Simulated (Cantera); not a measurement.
Charge: 1 mol SiH₂Cl₂, 7.8 mol O₃, 16 mol N₂, 0.74 mol NO, equilibrated at 1700 K and 9300 Pa.

Equilibrium computed with Cantera from the NASA thermochemical tables; the gas is ideal and each condensed phase is pure. Candidate condensed phases: H₂O, NH₄Cl, Si, SiO₂, Si₂N₂O, Si₃N₄; 47 gas species. The tables hold silica as quartz up to 1696 K and as liquid above; real silica turns to tridymite and cristobalite and melts near 1996 K. Kinetics and transport are ignored.

Base state: N₂ 0.552, O₂ 0.368, HCl 0.0482, Cl 0.0178, H₂O 0.00959, NO 0.00321, Cl₂ 0.000795, OH 0.000235 (mole fractions); condensed: SiO₂(condensed).

What changes in the equilibrium state with this change: temperature from 1700 K to 1523 K?


| species | before | after |
|---|---|---|
| N₂ | 0.552 | 0.554 |
| O₂ | 0.368 | 0.371 |
| HCl | 0.0482 | 0.0533 |
| Cl | 0.0178 | 0.0103 |
| O | 8.89e-5 | 1.10e-5 |
| OH | 0.000235 | 5.35e-5 |
| SiO₂(condensed), mol | 1.00 | 0 |
| SiO₂(β-quartz), mol | 0 | 1.00 |
